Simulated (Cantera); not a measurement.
A perfectly stirred reactor is fed with CO : H₂ : CH₄ : O₂ : N₂ = 1 : 0.44 : 1.3 : 2.37 : 8.92 (molar parts), equivalence ratio 1.4, at 8.09 atm; it is adiabatic with a 600 K inlet, and is followed from long to short residence time, starting on the burning branch (τ in s: 0.13, 0.057, 0.025, 0.011, 0.005, 0.0022, 0.00098, 0.00043, 0.00019, 8.5e-05, 3.8e-05).

Cantera simulation using GRI-Mech 3.0 (53 species, 325 reactions); the numbers are that mechanism's predictions, not measurements.

### Question
What does this change do: N2 8.92 to 14 parts?

### Answer
| quantity | before | after |
|---|---|---|
| blow-out, bracketed by the residence times tried | burning at 38.0 µs, the shortest tried | burning at 0.430 ms, out at 0.190 ms |
| x(CO) at τ = 0.130 s | 0.0921 | 0.0625 |
| x(H₂) at τ = 0.130 s | 0.0410 | 0.0322 |
| x(CH₄) at τ = 0.130 s | 9.60e-6 | 0.000748 |
| x(NO₂) at τ = 0.130 s | 2.50e-9 | 1.59e-10 |
| x(CH₂) at τ = 0.130 s | 5.51e-8 | 7.56e-8 |
| x(CO) at τ = 2.20 ms | 0.0922 | 0.0598 |
| x(H₂) at τ = 2.20 ms | 0.0408 | 0.0257 |
| x(CH₄) at τ = 2.20 ms | 0.000156 | 0.00326 |
| x(NO₂) at τ = 2.20 ms | 1.00e-8 | 1.87e-9 |
| x(CH₂) at τ = 2.20 ms | 2.25e-6 | 1.61e-6 |

### Question
What does this change do: inlet temperature 600 to 375 K?

### Answer
```
quantity                                                                          before                                after
------------------------------------------------  --------------------------------------  -----------------------------------
blow-out, bracketed by the residence times tried  burning at 38.0 µs, the shortest tried  burning at 0.190 ms, out at 85.0 µs
x(CO) at τ = 0.130 s                                                              0.0921                               0.0902
x(H₂) at τ = 0.130 s                                                              0.0410                               0.0428
x(CH₄) at τ = 0.130 s                                                            9.60e-6                              6.13e-5
x(NO₂) at τ = 0.130 s                                                            2.50e-9                             5.44e-10
x(CH₂) at τ = 0.130 s                                                            5.51e-8                              7.20e-8
x(CO) at τ = 2.20 ms                                                              0.0922                               0.0887
x(H₂) at τ = 2.20 ms                                                              0.0408                               0.0404
x(CH₄) at τ = 2.20 ms                                                           0.000156                              0.00103
x(NO₂) at τ = 2.20 ms                                                            1.00e-8                              3.29e-9
x(CH₂) at τ = 2.20 ms                                                            2.25e-6                              2.84e-6
```
